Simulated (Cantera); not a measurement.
## Thermodynamics of sublimation and decomposition of ceramics, feed AlN + N2

Feed: 1 mol AlN, 0.78 mol N2, equilibrated at 1677 °C and 0.0735 Torr.

These are equilibrium values from Cantera (NASA tables, ideal gas, pure condensed phases), not measurements of a reactor. Candidate condensed phases: Al, AlN; 5 gas species. The numbers say what is thermodynamically allowed, not how fast it happens.

The x(N2) comes out as 0.561 and the x(Al) is 0.439. The x(Al2) is 7.52e-6 and the gas amount is 2.280 mol. The log10 activity of Al(l) (absent) is -1.94.
